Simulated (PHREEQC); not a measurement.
Solution (52 °C): 25 mmol/kgw NaHCO3 and 0.16 mmol/kgw KOH. Closed to the air; pH follows from the charge balance.

All values are PHREEQC results (ion-association model, phreeqc.dat), not measurements.

```
Property                      Result
--------------------  --------------
pH                              8.03
ionic strength        0.0250 mol/kgw
specific conductance      3530 µS/cm
total alkalinity         25.2 meq/kg
```

```
species  molality  activity   log γ
-------  --------  --------  ------
Na+        0.0245    0.0210  -0.068
HCO3-      0.0239    0.0205  -0.066
CO2      0.000366  0.000368   0.002
CO3-2    0.000277  0.000151  -0.264
NaCO3-   0.000241  0.000205  -0.069
NaHCO3   0.000210  0.000211   0.002
K+       0.000160  0.000136  -0.071
OH-       7.83e-6   6.64e-6  -0.072
H+        1.06e-8   9.28e-9  -0.058
(CO2)2    5.30e-9   5.33e-9   0.002
```

This is a speciation only: nothing precipitates in the calculation. At this temperature some constants are extrapolated from 25 °C, and those without enthalpy data are left unchanged.
